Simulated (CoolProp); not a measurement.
The fluid at 293.15 K and 3.37 MPa flows at 2.6 m/s in a round tube of 100 mm bore and 1.5 µm roughness, fully developed (64/Re and Nu = 3.66 if laminar; Colebrook and Gnielinski if turbulent). The same conditions are run with several fluids, on thermodynamics alone (safety and materials aside).

The numbers come from the reference Helmholtz-energy equation of state of each fluid (R143a: Lemmon and Jacobsen 2000; ethylbenzene: Zhou 2012; R410A: Lemmon 2003; m-xylene: Zhou 2012; R407C: Lemmon 2003) in CoolProp. Blends and air are pseudo-pure fits.

**Question.** Rank R143a, ethylbenzene, R410A, m-xylene, R407C by Reynolds number, highest first.

**Answer.** R410A (2150000), R143a (2050000), R407C (1810000), m-xylene (355000), ethylbenzene (339000)

```tsv
fluid	Darcy friction factor	pressure drop (Pa/m)	heat-transfer coefficient (W/(m² K))	mass flow (kg/h)
R143a	0.0108	355	3790	71300
ethylbenzene	0.0143	420	2520	63900
R410A	0.0108	401	4600	80800
m-xylene	0.0142	415	2570	63700
R407C	0.0110	437	4210	86300
```

Transport values come from each fluid's own correlations; those of R143a, ethylbenzene are estimates that may be off by 10 % or more.
